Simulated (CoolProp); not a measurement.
Values from CoolProp's reference Helmholtz-energy equation of state, Span 2003. It is a short technical equation, of lower accuracy than the large ones.

Task: Give the vapour pressure (kPa), vapour viscosity (µPa s), liquid conductivity (mW/(m K)) of saturated n-heptane at 148.75, 208.25, 220.15 °C.

Result: 
```json
[
 {"T (°C)": "148.75", "p (kPa)": "363", "vapour viscosity (µPa s)": "8.25", "liquid conductivity (mW/(m K))": "88.5"},
 {"T (°C)": "208.25", "p (kPa)": "1130", "vapour viscosity (µPa s)": "10.4", "liquid conductivity (mW/(m K))": "74.6"},
 {"T (°C)": "220.15", "p (kPa)": "1370", "vapour viscosity (µPa s)": "11.2", "liquid conductivity (mW/(m K))": "71.9"}
]
```

Viscosity comes from a separate model (Michailidou 2014). Thermal conductivity comes from a separate model (Assael 2013).
